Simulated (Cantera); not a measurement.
Adiabatic ignition

An adiabatic, constant-pressure homogeneous reactor starts with 23.2 % CO, 12.1 % H2, 13.6 % O2, 51.1 % N2, equivalence ratio 1.3, at 1125 K and 2.07 atm.

Model: GRI-Mech 3.0 (53 species, 325 reactions), integrated in Cantera. The hydrogen kinetics of GRI-Mech 3.0 are dated; newer H2 mechanisms differ, most at raised pressure.

```csv
t (s),T (K),x CO,x H2,x O2,x NO,x CO2
1.00e-5,1125,0.232,0.121,0.136,<1e-12,3.65e-8
2.26e-5,1125,0.232,0.121,0.136,<1e-12,8.82e-7
5.09e-5,1173,0.231,0.112,0.131,7.76e-9,0.00203
0.000115,2529,0.129,0.0163,0.0223,0.000203,0.127
0.000259,2742,0.116,0.0132,0.0144,0.000918,0.145
0.000585,2761,0.115,0.0129,0.0130,0.00243,0.147
0.00132,2756,0.115,0.0130,0.0123,0.00474,0.146
0.00298,2752,0.115,0.0131,0.0118,0.00654,0.146
0.00672,2751,0.115,0.0131,0.0116,0.00690,0.146
0.0152,2751,0.115,0.0131,0.0116,0.00691,0.146
0.0342,2751,0.115,0.0131,0.0116,0.00691,0.146
0.0772,2751,0.115,0.0131,0.0116,0.00691,0.146
0.174,2751,0.115,0.0131,0.0116,0.00691,0.146
0.393,2751,0.115,0.0131,0.0116,0.00691,0.146
0.886,2751,0.115,0.0131,0.0116,0.00691,0.146
2.00,2751,0.115,0.0131,0.0116,0.00691,0.146
```
x: mole fraction; the columns are a selection and need not sum to one.

The time of steepest temperature rise comes out as 57.3 µs, the temperature at 2.00 s is 2751 K and the equilibrium temperature is 2751 K. The x(CO) at 2.00 s comes out as 0.115 (gas-phase equilibrium 0.115) and the x(H2) at 2.00 s comes out as 0.0131 (gas-phase equilibrium 0.0131). The x(O2) at 2.00 s is 0.0116 (gas-phase equilibrium 0.0116).
